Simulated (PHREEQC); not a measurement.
Make-up at 25 °C: 26 mmol/kgw NaH2PO4 and 0.3 mmol/kgw HF. Closed to the air; pH follows from the charge balance.

Computed with PHREEQC (ion-association model, phreeqc.dat).

**Question.** The ionic strength comes out as 0.0261 mol/kgw. What activity coefficients do F-, H+, Na+, H2PO4-, HPO4-2 get?

**Answer.** F- 0.85, H+ 0.88, Na+ 0.86, H2PO4- 0.86, HPO4-2 0.55.

No solid was allowed to form.
